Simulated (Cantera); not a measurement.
A Cantera script and its output.

```python
import numpy as np
import cantera as ct

gas = ct.Solution("SiF4_NH3_mec.yaml", "gas")
gas.TPX = 1775, 1600, {'NH3': 1, 'N2': 0.17, 'H2': 0.0062}
reactor = ct.IdealGasConstPressureReactor(gas, energy="off", clone=False)
net = ct.ReactorNet([reactor])
net.rtol, net.atol = 1e-08, 1e-18
show = ['NH3', 'N2H2', 'N', 'H', 'H2', 'N2H4']
times = np.geomspace(3e-06, 100, 13)

steps = ct.SolutionArray(gas, extra=["t"])
rows = []
print(f"{'t/s':>10s}{'T/K':>9s}{'P/Pa':>11s}" + "".join(f"{s:>11s}" for s in show))
for t in times:
    while net.time < t:
        t_next = net.step()
        steps.append(gas.state, t=t_next)
    rows.append([np.interp(t, steps.t, y) for y in (steps.T, steps.P, *steps(*show).X.T)])
    print(f"{t:10.3e}{rows[-1][0]:9.1f}{rows[-1][1]:11.4g}" + "".join(f"{x:11.3e}" for x in rows[-1][2:]))
rate = np.gradient(steps.T, steps.t)
print("integrator steps:", len(steps.t))
if steps.T.max() > steps.T[0] + 200:
    print(f"time of steepest temperature rise: {steps.t[rate.argmax()]:.4e} s")
gas.TPX = 1775, 1600, {'NH3': 1, 'N2': 0.17, 'H2': 0.0062}
gas.equilibrate("TP")
print(f"equilibrium (TP): T = {gas.T:.1f} K  " + "  ".join(f"{s} {gas[s].X[0]:.3e}" for s in show))
```

Output:

```
       t/s      T/K       P/Pa        NH3       N2H2          N          H         H2       N2H4
 3.000e-06   1775.0       1600  8.502e-01  5.691e-17  2.879e-22  2.063e-08  5.271e-03  2.015e-18
 1.271e-05   1775.0       1600  8.502e-01  7.012e-15  1.660e-19  4.334e-08  5.271e-03  2.359e-16
 5.382e-05   1775.0       1600  8.502e-01  7.526e-13  2.950e-17  4.919e-08  5.272e-03  1.975e-14
 2.280e-04   1775.0       1600  8.502e-01  5.470e-11  3.743e-15  5.656e-08  5.273e-03  7.499e-13
 9.655e-04   1775.0       1600  8.502e-01  2.515e-09  7.044e-13  8.788e-08  5.280e-03  1.667e-11
 4.089e-03   1775.0       1600  8.501e-01  6.885e-08  1.265e-10  2.236e-07  5.309e-03  3.123e-10
 1.732e-02   1775.0       1600  8.496e-01  1.437e-06  3.530e-09  8.545e-07  5.535e-03  5.221e-09
 7.336e-02   1775.0       1600  8.446e-01  5.911e-06  1.790e-08  2.799e-06  9.422e-03  1.985e-08
 3.107e-01   1775.0       1600  8.195e-01  5.700e-06  5.327e-08  7.923e-06  2.968e-02  1.798e-08
 1.316e+00   1775.0       1600  7.243e-01  4.589e-06  1.458e-07  2.704e-05  1.067e-01  1.349e-08
 5.574e+00   1775.0       1600  4.610e-01  2.218e-06  2.339e-07  8.907e-05  3.194e-01  6.731e-09
 2.361e+01   1775.0       1600  1.261e-01  3.608e-07  2.397e-07  2.383e-04  5.900e-01  1.060e-09
 1.000e+02   1775.0       1600  5.303e-03  6.963e-09  1.887e-07  7.231e-04  6.872e-01  1.262e-11
integrator steps: 1306
equilibrium (TP): T = 1775.0 K  NH3 1.553e-07  N2H2 2.061e-15  N 1.017e-10  H 1.914e-03  H2 6.905e-01  N2H4 7.616e-20
```

Computed with Cantera and the gas-phase N/H chemistry of the illustrative SiF4/NH3 mechanism in the Surface Chemkin manual (1991). Walls and surfaces, which speed up NH3 decomposition in real reactors, are not modelled.
